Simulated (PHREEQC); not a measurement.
A PHREEQC input (ion-association model, phreeqc.dat):

```
SOLUTION 1
  temp 45
  units mg/L
  pH 6.42
  pe 11.1
  Na 8940
  K 1520
  Ca 2340
  Mg 601
  Cl 19900
  S(6) 2480 as SO4
  Alkalinity 174 as HCO3
  Si 90.1 as SiO2
  Cd 8.83
  O(0) 2.76
END
USE solution 1
EQUILIBRIUM-PHASES 1
  CO2(g) -2.5 10
END
```

The run finishes with these warnings:
```
WARNING: Unknown input, no keyword has been specified.
WARNING: 	  CO2(g) -2.5 10
```

Its last state differs from that of the intended input:

```csv
quantity,as run,intended
pH,6.42,7.56
CaCO3 (mol/kgw),7.49e-6,9.14e-5
CO2 (mol/kgw),0.000918,5.77e-5
NaCO3- (mol/kgw),4.36e-6,5.32e-5
H3SiO4- (mol/kgw),2.11e-6,2.89e-5
SI of SiO2(a) (SiO2),-0.16,-0.17
```

The fault: the keyword misspelt. The line should read `EQUILIBRIUM_PHASES 1` where the input has `EQUILIBRIUM-PHASES 1`.
